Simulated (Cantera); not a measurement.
Cantera run:

```python
import numpy as np
import cantera as ct

gas_names = """
    CL CL2 H HCL H2 Si SiCL SiCL2 SiCL3 SiCL4 SiH SiHCL3 SiH2 SiH2CL2 SiH3 SiH3CL SiH4 Si2 Si3
""".split()
cond_names = """
    Si(cr) Si(L)
""".split()


# ... load() reads the species with a 1 bar reference pressure and builds the phases ...
atoms = {
    'Si': {'Si': 1},
    'HCl': {'H': 1, 'CL': 1},
    'H2': {'H': 2},
}
top_T = {}  # K; cautious upper limits of use, not melting points


# ... equilibrate(T, P, feed) seeds the gas with the atoms and calls Mixture.equilibrate('TP', solver="vcs", rtol=1e-11, max_steps=5000) ...
results = []
feed = {'Si': 1, 'HCl': 3.5, 'H2': 11}  # mol
P = 33000  # Pa
for T in [750, 800, 850, 900, 950, 1000, 1050, 1100, 1150, 1200]:
    mix = equilibrate(T, P, feed)
    results.append((T, P, feed, dict(zip(mix.species_names, mix.species_moles))))
    x = sorted(zip(gas.X, gas.species_names), reverse=True)
    print(f"T = {T:g} K  P = {P:g} Pa  gas = {mix.phase_moles(0):.4g} mol")
    print("   x: " + "  ".join(f"{s} {v:.3e}" for v, s in x if v > 0.0001))
    print("   condensed (mol): " + ("  ".join(f"{mix.phase(i).name} {mix.phase_moles(i):.4g}"
          for i in range(1, mix.n_phases) if mix.phase_moles(i) > 1e-12) or "none"))
```

Output:

```
T = 750 K  P = 33000 Pa  gas = 13.53 mol
   x: H2 9.278e-01  SiCL4 4.464e-02  SiHCL3 2.570e-02  SiH2CL2 1.086e-03  HCL 7.294e-04
   condensed (mol): Si(cr) 0.03302
T = 800 K  P = 33000 Pa  gas = 13.54 mol
   x: H2 9.274e-01  SiCL4 4.479e-02  SiHCL3 2.516e-02  HCL 1.492e-03  SiH2CL2 1.142e-03
   condensed (mol): Si(cr) 0.03691
T = 850 K  P = 33000 Pa  gas = 13.54 mol
   x: H2 9.265e-01  SiCL4 4.479e-02  SiHCL3 2.461e-02  HCL 2.798e-03  SiH2CL2 1.189e-03
   condensed (mol): Si(cr) 0.04262
T = 900 K  P = 33000 Pa  gas = 13.55 mol
   x: H2 9.251e-01  SiCL4 4.457e-02  SiHCL3 2.401e-02  HCL 4.878e-03  SiH2CL2 1.227e-03  SiCL3 1.807e-04
   condensed (mol): Si(cr) 0.05086
T = 950 K  P = 33000 Pa  gas = 13.57 mol
   x: H2 9.229e-01  SiCL4 4.404e-02  SiHCL3 2.333e-02  HCL 7.990e-03  SiH2CL2 1.254e-03  SiCL3 3.736e-04  SiCL2 1.058e-04
   condensed (mol): Si(cr) 0.06232
T = 1000 K  P = 33000 Pa  gas = 13.59 mol
   x: H2 9.197e-01  SiCL4 4.310e-02  SiHCL3 2.252e-02  HCL 1.240e-02  SiH2CL2 1.269e-03  SiCL3 7.112e-04  SiCL2 2.842e-04
   condensed (mol): Si(cr) 0.07747
T = 1050 K  P = 33000 Pa  gas = 13.61 mol
   x: H2 9.153e-01  SiCL4 4.160e-02  SiHCL3 2.154e-02  HCL 1.836e-02  SiH2CL2 1.271e-03  SiCL3 1.257e-03  SiCL2 6.881e-04
   condensed (mol): Si(cr) 0.09637
T = 1100 K  P = 33000 Pa  gas = 13.65 mol
   x: H2 9.094e-01  SiCL4 3.940e-02  HCL 2.602e-02  SiHCL3 2.031e-02  SiCL3 2.072e-03  SiCL2 1.516e-03  SiH2CL2 1.255e-03
   condensed (mol): Si(cr) 0.1183
T = 1150 K  P = 33000 Pa  gas = 13.71 mol
   x: H2 9.019e-01  SiCL4 3.635e-02  HCL 3.545e-02  SiHCL3 1.878e-02  SiCL3 3.192e-03  SiCL2 3.066e-03  SiH2CL2 1.218e-03
   condensed (mol): Si(cr) 0.1416
T = 1200 K  P = 33000 Pa  gas = 13.77 mol
   x: H2 8.928e-01  HCL 4.647e-02  SiCL4 3.235e-02  SiHCL3 1.691e-02  SiCL2 5.709e-03  SiCL3 4.589e-03  SiH2CL2 1.157e-03
   condensed (mol): Si(cr) 0.1635
```

Cantera equilibrium calculation (NASA polynomials, part measured and part estimated; ideal gas, pure solids and liquids). The tables' values for SiCl3 are old estimates; treat these amounts as uncertain.
